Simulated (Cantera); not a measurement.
A closed system holds: 1 mol Si, 4.5 mol Cl₂, equilibrated at 1623 K and 12000 Pa.

Cantera equilibrium calculation (NASA polynomials, part measured and part estimated; ideal gas, pure solids and liquids). Candidate condensed phases: Si; 9 gas species. The tables' values for SiCl₃ are old estimates; treat these amounts as uncertain. Rates play no part.

Base state: Cl₂ 0.495, Cl 0.255, SiCl₄ 0.249, SiCl₃ 0.000158 (mole fractions); condensed: gas only.

**Question.** What changes in the equilibrium state with this change: temperature from 1623 K to 1225 K?

**Answer.** 
```
species    before    after
-------  --------  -------
Cl₂         0.495    0.702
SiCl₄       0.249    0.284
Cl          0.255   0.0148
SiCl₃    0.000158  2.45e-7
```

**Question.** What changes in the equilibrium state with this change: temperature from 1623 K to 1473.15 K?

**Answer.** 
```json
[
 {"species": "Cl₂", "before": "0.495", "after": "0.620"},
 {"species": "SiCl₄", "before": "0.249", "after": "0.270"},
 {"species": "Cl", "before": "0.255", "after": "0.110"},
 {"species": "SiCl₃", "before": "0.000158", "after": "2.06e-5"}
]
```

**Question.** What changes in the equilibrium state with this change: temperature from 1623 K to 1548.15 K?

**Answer.** 
```
species    before    after
-------  --------  -------
Cl₂         0.495    0.565
SiCl₄       0.249    0.261
Cl          0.255    0.174
SiCl₃    0.000158  5.97e-5
```
